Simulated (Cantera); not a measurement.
An isothermal, constant-pressure homogeneous reactor starts with 1.40 % CO, 5.14 % O2, 0.0103 % H2O, 93.4 % N2, at 1075 K and 7500 Torr.

Cantera simulation using GRI-Mech 3.0 (53 species, 325 reactions); the numbers are that mechanism's predictions, not measurements.

x: mole fraction; the columns are a selection and need not sum to one.

| t (s) | x CO | x O2 | x H2O | x H2 | x H | x H2O2 |
|---|---|---|---|---|---|---|
| 3.00e-6 | 0.0140 | 0.0514 | 0.000103 | <1e-12 | <1e-12 | <1e-12 |
| 1.04e-5 | 0.0140 | 0.0514 | 0.000103 | <1e-12 | <1e-12 | <1e-12 |
| 3.60e-5 | 0.0140 | 0.0514 | 0.000103 | <1e-12 | <1e-12 | <1e-12 |
| 0.000125 | 0.0140 | 0.0514 | 0.000103 | <1e-12 | <1e-12 | <1e-12 |
| 0.000433 | 0.0140 | 0.0514 | 0.000103 | <1e-12 | <1e-12 | <1e-12 |
| 0.00150 | 0.0140 | 0.0514 | 0.000103 | <1e-12 | 1.58e-12 | <1e-12 |
| 0.00520 | 0.0140 | 0.0514 | 0.000103 | 1.10e-12 | 5.31e-12 | <1e-12 |
| 0.0180 | 0.0140 | 0.0514 | 0.000103 | 1.71e-11 | 1.95e-11 | 1.21e-11 |
| 0.0624 | 0.0140 | 0.0514 | 0.000103 | 4.52e-10 | 8.28e-11 | 2.25e-10 |
| 0.216 | 0.0138 | 0.0513 | 0.000103 | 1.67e-8 | 2.84e-10 | 2.63e-9 |
| 0.749 | 0.0127 | 0.0508 | 0.000103 | 1.01e-7 | 3.10e-10 | 3.57e-9 |
| 2.60 | 0.00936 | 0.0492 | 0.000103 | 1.47e-7 | 2.45e-10 | 3.69e-9 |
| 9.00 | … | 0.0463 | 0.000103 | … | 9.42e-11 | … |

Task: Some entries are withheld; supply them.

Result: 
- 9.00, x CO: 0.00335
- 9.00, x H2: 6.05e-8
- 9.00, x H2O2: 2.92e-9
